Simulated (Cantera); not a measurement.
A freely propagating, adiabatic, planar premixed flame of H₂ : O₂ : N₂ : H₂O = 1.3 : 0.208 : 0.783 : 0.17 (molar parts), unburnt at 500 K and 10.0 bar; mixture-averaged transport, grid criteria slope 0.08 and curve 0.16, no radiation.

Computed with Cantera and the H2/O2 subset of GRI-Mech 3.0, which has no nitrogen chemistry. The hydrogen kinetics of GRI-Mech 3.0 are dated; newer H2 mechanisms differ, most at raised pressure. Burning velocities carry a grid error of a few per cent, more on coarse grids.

x: mole fraction of selected species; z is measured from the peak of heat release.

```tsv
z (mm)	T (K)	u (m/s)	x H₂	x O₂	x H₂O	x H₂O₂	x OH	x O
-0.105	500	2.31	0.528	0.0846	0.0691	1.25e-8	<1e-8	<1e-8
-0.0702	503	2.31	0.527	0.0848	0.0694	?	<1e-8	<1e-8
-0.0527	509	2.33	0.525	0.0851	0.0698	7.34e-7	<1e-8	<1e-8
-0.0351	544	2.46	0.516	0.0862	0.0723	?	<1e-8	?
-0.0176	769	3.33	0.485	0.0833	0.0931	0.000150	8.96e-6	3.08e-6
-0.00878	1063	4.52	0.455	0.0677	0.131	0.000233	0.000151	4.52e-5
0	1360	5.74	0.424	0.0428	0.182	8.68e-5	0.000314	0.000153
0.00878	1547	6.52	0.401	0.0216	0.221	1.34e-5	0.000413	0.000166
0.0176	1644	6.93	0.389	0.00962	0.243	4.00e-6	0.000429	9.95e-5
0.0351	1718	7.24	0.383	0.00192	0.257	9.73e-7	0.000383	2.53e-5
0.0702	1760	7.41	0.383	0.000151	0.261	1.37e-7	0.000280	4.84e-6
0.140	1785	7.50	0.385	5.83e-6	0.262	2.34e-8	0.000167	1.32e-6
0.281	1799	7.55	0.386	2.85e-7	0.262	<1e-8	8.73e-5	3.43e-7
```

Q: Fill in the missing entries.

A: 
- -0.0702, x H₂O₂: 1.56e-7
- -0.0351, x H₂O₂: 9.36e-6
- -0.0351, x O: 1.42e-8
